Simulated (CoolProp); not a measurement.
Vapour-liquid equilibrium of ethylbenzene (1) + n-nonane (2) at 0.24 MPa; x and y are mole fractions of (1).

Model: multi-fluid Helmholtz-energy mixture model, Zhou 2012 and Lemmon 2006; pair parameters Bell 2016, in CoolProp.

| x | bubble temperature (°C) | y at the bubble point | dew temperature at overall composition x (°C) | liquid density (mol/L) |
|---|---|---|---|---|
| 0.05 | 185.4 | 0.072 | 185.8 | [?] |
| 0.125 | [?] | 0.174 | 184.5 | 4.694 |
| 0.2 | 182.0 | 0.268 | 183.2 | 4.832 |
| 0.275 | 180.4 | 0.355 | 181.9 | 4.975 |
| 0.35 | 179.0 | 0.436 | 180.5 | 5.126 |
| 0.425 | 177.7 | 0.510 | 179.2 | 5.283 |
| 0.5 | 176.5 | 0.580 | 177.9 | 5.449 |
| 0.575 | 175.5 | 0.646 | 176.6 | 5.623 |
| 0.65 | 174.5 | 0.709 | 175.4 | 5.806 |
| 0.725 | 173.7 | 0.770 | 174.3 | 6.000 |
| 0.8 | 172.9 | 0.831 | 173.3 | 6.206 |
| 0.875 | 172.3 | 0.893 | [?] | 6.424 |
| 0.95 | [?] | 0.956 | 171.9 | 6.656 |

Question: Some entries are withheld; supply them.

Answer: 
- 0.05, liquid density (mol/L): 4.562
- 0.125, bubble temperature (°C): 183.6
- 0.875, dew temperature at overall composition x (°C): 172.5
- 0.95, bubble temperature (°C): 171.8

No azeotrope shows between x = 0.05 and 0.95.

Pair parameters are fitted to limited data, so mixtures are less certain than the pure fluids.
